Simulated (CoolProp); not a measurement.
A single-stage vapour-compression cycle with propylene: evaporating at 250.15 K (dew point), condensing at 287.15 K (bubble point), superheat 0 K, subcooling 5 K, compressor efficiency 0.7, no pressure losses. Each further row changes one setting.

Values from CoolProp's reference Helmholtz-energy equation of state, Lemmon 2013.

| case | cooling COP | pressure ratio | discharge temperature (K) | refrigerating effect (kJ/kg) | volumetric capacity (kJ/m³) |
|---|---|---|---|---|---|
| as stated | 4.16 | 3.16 | 312.2 | 333 | 1990 |
| evaporating temperature 255.15 K | 5.00 | 2.65 | 308.1 | 338 | 2390 |
| condensing temperature 282.15 K | 4.93 | 2.76 | 304.6 | 345 | 2070 |
| subcooling 10 K | 4.32 | 3.16 | 312.2 | 345 | 2070 |
| superheat 10 K | 4.14 | 3.16 | 322.8 | 348 | 1980 |
| compressor efficiency 0.6 | 3.57 | 3.16 | 319.7 | 333 | 1990 |
